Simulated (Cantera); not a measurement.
Mixture: 9.07 % CH₄, 19.1 % O₂, 71.8 % N₂, at 1.28 atm, adiabatic and at constant pressure. Ignition delay is the time to a rise of 400 K.

Computed with Cantera and GRI-Mech 3.0 (53 species, 325 reactions).

Question: Predict: delay at 1200 K; delay at 1350 K; delay at 1500 K; delay at 1650 K; apparent activation energy between 1575 and 1725 K.

Answer: 
```
Item                                                     Value
--------------------------------------------------  ----------
delay at 1200 K                                        35.5 ms
delay at 1350 K                                        4.97 ms
delay at 1500 K                                       0.941 ms
delay at 1650 K                                       0.248 ms
apparent activation energy between 1575 and 1725 K  180 kJ/mol
```
